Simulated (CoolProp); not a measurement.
Values from CoolProp's reference Helmholtz-energy equation of state, de Reuck 1990.

**Question.** Give the vapour pressure (bar), liquid density (kg/m³), vapour density (kg/m³) of saturated fluorine at 72.4, 102.2, 108.2 K.

**Answer.** 
```tsv
T (K)	p (bar)	liquid density (kg/m³)	vapour density (kg/m³)
72.4	0.180	1590	1.15
102.2	5.09	1370	25.3
108.2	7.87	1320	38.5
```
